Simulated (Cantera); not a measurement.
Feed: 1 mol CH3SiCl3, 1.3 mol C2H2, 230 mol H2, held at 852 °C and 840 Pa.

Method: chemical equilibrium by Gibbs-energy minimisation in Cantera with the NASA 1993 tables (ideal gas, pure condensed phases). Candidate condensed phases: C, C6H6, C7H8, C8H18, Si, SiC; 109 gas species. The feed counts by its element totals alone. Kinetics and transport are ignored.

Base state: H2 0.987, HCl 0.0128, CH4 0.000236 (mole fractions); condensed: C(graphite) + SiC(s).

Task: What changes in the equilibrium state with this change: pressure from 840 Pa to 10000 Pa?

Result: 
```
species             before    after
----------------  --------  -------
H2                   0.987    0.984
HCl                 0.0128   0.0128
CH4               0.000236  0.00280
C(graphite), mol      2.54     1.95
SiC(s), mol          1.000    1.000
```

Task: What changes in the equilibrium state with this change: temperature from 852 °C to 1525 °C?

Result: 
```json
[
 {"species": "H2", "before": "0.987", "after": "0.983"},
 {"species": "HCl", "before": "0.0128", "after": "0.0127"},
 {"species": "H", "before": "4.82e-7", "after": "0.00381"},
 {"species": "CH4", "before": "0.000236", "after": "6.29e-6"},
 {"species": "SiCl2", "before": "3.64e-7", "after": "1.22e-5"},
 {"species": "C2H2 (acetylene)", "before": "2.27e-8", "after": "0.000170"},
 {"species": "Cl", "before": "5.55e-9", "after": "3.77e-5"},
 {"species": "C(graphite), mol", "before": "2.54", "after": "2.52"},
 {"species": "SiC(s), mol", "before": "1.000", "after": "0.994"}
]
```

Task: What changes in the equilibrium state with this change: CH3SiCl3 replaced by SiH2Cl2?

Result: 
```json
[
 {"species": "H2", "before": "0.987", "after": "0.991"},
 {"species": "HCl", "before": "0.0128", "after": "0.00857"},
 {"species": "CH4", "before": "0.000236", "after": "0.000238"},
 {"species": "C(graphite), mol", "before": "2.54", "after": "1.54"},
 {"species": "SiC(s), mol", "before": "1.000", "after": "1.000"}
]
```
